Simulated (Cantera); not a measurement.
Input: 1 mol AlI3, 16 mol N2O, 590 mol N2, 0.95 mol H2O, held at 443 Torr.

These are equilibrium values from Cantera (NASA tables, ideal gas, pure condensed phases), not measurements of a reactor. Candidate condensed phases: Al, AlI3, AlN, Al2O3, H2O, I2; 41 gas species. The numbers say what is thermodynamically allowed, not how fast it happens. All values below are at 1348 K.

Base state: N2 0.982, O2 0.0117, I 0.00479, H2O 0.00154, NO 0.000141, I2 3.63e-5 (mole fractions); condensed: Al2O3(s).

What changes in the equilibrium state with this change: AlI3 replaced by Al(CH3)3?


```csv
species,before,after
N2,0.982,0.983
H2O,0.00154,0.00884
CO2,0,0.00487
O2,0.0117,0.00321
I,0.00479,0
I2,3.63e-5,0
NO,0.000141,7.39e-5
"Al2O3(s), mol",0.500,0.500
```
The feed counts by its element totals alone. Further candidate phases: C, C6H6, C7H8, C8H18.
